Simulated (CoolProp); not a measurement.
The fluid at 464.42 K and 19.7 MPa (stagnation) flows isentropically through a choked orifice. The same conditions are run with several fluids, on thermodynamics alone (safety and materials aside).

The numbers come from the reference Helmholtz-energy equation of state of each fluid (carbon dioxide: Span 1996; ethane: Bücker 2006; isobutane: Bücker 2006; hydrogen sulfide: Lemmon 2006) in CoolProp.

Q: Rank carbon dioxide, ethane, isobutane, hydrogen sulfide by throat to inlet pressure ratio, highest first.

A: ethane (0.565), carbon dioxide (0.541), hydrogen sulfide (0.517), isobutane (0.401)

| fluid | mass flux (kg/(m² s)) | throat temperature (K) |
|---|---|---|
| carbon dioxide | 49300 | 404.8 |
| ethane | 40900 | 426.1 |
| isobutane | 80500 | 443.9 |
| hydrogen sulfide | 53300 | 397.2 |
